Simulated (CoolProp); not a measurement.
The fluid at 298.15 K and 0.485 MPa expands adiabatically to 0.0428 MPa with isentropic efficiency 0.8. The same conditions are run with several fluids, on thermodynamics alone (safety and materials aside).

Values from CoolProp's reference Helmholtz-energy equation of state of each fluid (oxygen: Schmidt 1985; ammonia: Gao 2020; hydrogen chloride: Thol 2018; CF4 (R14): Platzer 1990). The equations of Platzer and Polt are older, rougher fits.

```tsv
fluid	work (kJ/kg)	final temperature (K)	final phase	final density (kg/m³)
oxygen	108	178.6	gas	0.924
ammonia	220	224.0	two-phase, vapour fraction 0.936	0.425
hydrogen chloride	94.0	175.4	gas	1.09
CF4 (R14)	45.4	224.4	gas	2.03
```
